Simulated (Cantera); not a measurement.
# NO annealing gas

An isothermal, constant-pressure homogeneous reactor starts with NO : N2 = 1 : 0.37 (molar parts), at 2150 K and 32.3 Torr.

Detailed kinetics in Cantera: GRI-Mech 3.0 (53 species, 325 reactions). Radical loss at walls, strong at low pressure, is not modelled.

```
t (s)       x NO       x O    x NO2      x O2   x N2     x N2O
--------  ------  --------  -------  --------  -----  --------
8.00e-5    0.730   5.91e-6  2.02e-8   2.21e-8  0.270   5.80e-6
0.000398   0.730   3.02e-5  4.21e-7   5.58e-7  0.270   2.77e-5
0.00198    0.730  0.000170  5.57e-6   1.58e-5  0.270  0.000112
0.00985    0.727  0.000904  2.92e-5  0.000534  0.271  0.000225
0.0490     0.712   0.00163  4.97e-5   0.00774  0.278  0.000194
0.244      0.622   0.00256  8.66e-5    0.0521  0.323  0.000129
1.21       0.236   0.00476  7.13e-5     0.244  0.516   1.42e-5
6.03      0.0178   0.00563  6.51e-6     0.352  0.624   1.68e-7
30.0      0.0131   0.00564  4.81e-6     0.355  0.627   1.35e-7
```
x: mole fraction; the columns are a selection and need not sum to one.

Equilibrium at this temperature and pressure: NO 0.0131, O 0.00564, NO2 4.81e-6, O2 0.355, N2 0.627, N2O 1.35e-7 (gas phase only).
